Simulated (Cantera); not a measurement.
What does this Cantera script print?

```python
import numpy as np
import cantera as ct

gas = ct.Solution("gri30.yaml")
gas.TPX = 1848, 100000, {'CH4': 1, 'H2': 21, 'H2O': 0.11}
reactor = ct.IdealGasConstPressureReactor(gas, energy="off", clone=False)
net = ct.ReactorNet([reactor])
net.rtol, net.atol = 1e-08, 1e-18
show = ['CH4', 'H2', 'C2H6', 'C2H4', 'C2H2']
times = np.geomspace(9e-05, 3, 12)

steps = ct.SolutionArray(gas, extra=["t"])
rows = []
print(f"{'t/s':>10s}{'T/K':>9s}{'P/Pa':>11s}" + "".join(f"{s:>11s}" for s in show))
for t in times:
    while net.time < t:
        t_next = net.step()
        steps.append(gas.state, t=t_next)
    rows.append([np.interp(t, steps.t, y) for y in (steps.T, steps.P, *steps(*show).X.T)])
    print(f"{t:10.3e}{rows[-1][0]:9.1f}{rows[-1][1]:11.4g}" + "".join(f"{x:11.3e}" for x in rows[-1][2:]))
rate = np.gradient(steps.T, steps.t)
print("integrator steps:", len(steps.t))
if steps.T.max() > steps.T[0] + 200:
    print(f"time of steepest temperature rise: {steps.t[rate.argmax()]:.4e} s")
gas.TPX = 1848, 100000, {'CH4': 1, 'H2': 21, 'H2O': 0.11}
gas.equilibrate("TP")
print(f"equilibrium (TP): T = {gas.T:.1f} K  " + "  ".join(f"{s} {gas[s].X[0]:.3e}" for s in show))
```

Output:

```
       t/s      T/K       P/Pa        CH4         H2       C2H6       C2H4       C2H2
 9.000e-05   1848.0      1e+05  4.475e-02  9.495e-01  8.184e-06  2.638e-05  4.967e-06
 2.320e-04   1848.0      1e+05  4.429e-02  9.496e-01  1.194e-05  1.057e-04  1.015e-04
 5.978e-04   1848.0      1e+05  4.327e-02  9.501e-01  1.153e-05  1.395e-04  5.613e-04
 1.541e-03   1848.0      1e+05  4.084e-02  9.514e-01  1.031e-05  1.448e-04  1.730e-03
 3.971e-03   1848.0      1e+05  3.567e-02  9.541e-01  7.929e-06  1.571e-04  4.213e-03
 1.024e-02   1848.0      1e+05  2.692e-02  9.588e-01  4.600e-06  1.863e-04  8.408e-03
 2.638e-02   1848.0      1e+05  1.665e-02  9.643e-01  1.847e-06  2.341e-04  1.329e-02
 6.799e-02   1848.0      1e+05  9.092e-03  9.684e-01  6.359e-07  2.777e-04  1.680e-02
 1.752e-01   1848.0      1e+05  5.934e-03  9.703e-01  3.397e-07  2.950e-04  1.805e-02
 4.516e-01   1848.0      1e+05  5.401e-03  9.712e-01  2.990e-07  2.902e-04  1.777e-02
 1.164e+00   1848.0      1e+05  5.197e-03  9.721e-01  2.806e-07  2.789e-04  1.706e-02
 3.000e+00   1848.0      1e+05  5.047e-03  9.728e-01  2.675e-07  2.705e-04  1.655e-02
integrator steps: 929
equilibrium (TP): T = 1848.0 K  CH4 5.021e-03  H2 9.729e-01  C2H6 2.652e-07  C2H4 2.691e-04  C2H2 1.645e-02
```

Detailed kinetics in Cantera: GRI-Mech 3.0 (53 species, 325 reactions). GRI-Mech 3.0 stops at C3 and has no aromatics, soot or wall deposition, so with more carbon than oxygen in the feed, carbon stays in small species such as C2H2 where larger ones or solid carbon would form.
